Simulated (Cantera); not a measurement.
A closed system holds: 1 mol Ti, 12 mol H2, 0.49 mol C3H8, held at 10.0 Torr.

These are equilibrium values from Cantera (NASA tables, ideal gas, pure condensed phases), not measurements of a reactor. Candidate condensed phases: C, C6H6, C7H8, C8H18, Ti, TiC; 77 gas species. TiC: taken at fixed stoichiometry. Equilibrium is a limit: real reactors are often held back by kinetics, nucleation or transport.

Question: At 1477 °C, list the 4 most abundant gas species with their mole fractions, and the condensed phases.

Answer: H2 0.998, H 0.00201, C2H2 (acetylene) 0.000115, CH4 1.21e-5. Condensed: C(graphite) + TiC(s).
